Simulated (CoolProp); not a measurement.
The numbers come from the reference Helmholtz-energy equation of state, Gedanitz 2015 in CoolProp.

Question: For cyclopentane, give the phase and the cp (kJ/(kg K)), conductivity (mW/(m K)) at 135.35 °C and 7.96 MPa; 256.65 °C and 7.96 MPa.

Answer: 
- 135.35 °C and 7.96 MPa: liquid; cp 2.37, conductivity 94.8
- 256.65 °C and 7.96 MPa: supercritical; cp 3.65, conductivity 70.0

Thermal conductivity comes from a separate model (Vassiliou 2015).
